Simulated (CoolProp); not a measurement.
Properties of CHF3 (R23) at several states.

Values from CoolProp's reference Helmholtz-energy equation of state, Penoncello 2003.

```tsv
T (K)	p (MPa)	phase	density (kg/m³)	isothermal compressibility (1/MPa)	viscosity (µPa s)	Prandtl number
399.2	0.733	gas	15.77	1.391	19.5	0.877
308.3	1.6	gas	49.45	0.7138	15.7	0.846
411.3	0.028	gas	0.5736	35.74	20.0	0.906
262.8	24.9	liquid	1258	0.003238	162	1.98
292.7	0.258	gas	7.583	3.961	14.7	0.803
322.9	5.84	supercritical	269.4	0.3538	21.2	1.57
```

Viscosity comes from a separate model (Shan 2000). Thermal conductivity comes from a separate model (Shan 2000).
